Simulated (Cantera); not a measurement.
Ignition delay

Mixture: 7.82 % CH4, 3.67 % CO, 18.6 % O2, 69.9 % N2, at 2850 Torr, adiabatic and at constant volume. Ignition delay is the time to a rise of 400 K.

Detailed kinetics in Cantera: GRI-Mech 3.0 (53 species, 325 reactions).

| T0 (K) | delay (ms) |
|---|---|
| 1100 | 77.0 |
| 1200 | 16.4 |
| 1300 | 4.16 |
| 1400 | 1.22 |
| 1500 | 0.405 |
| 1600 | 0.154 |
| 1700 | 0.0671 |

The apparent activation energy between 1500 and 1700 K is 190 kJ/mol.
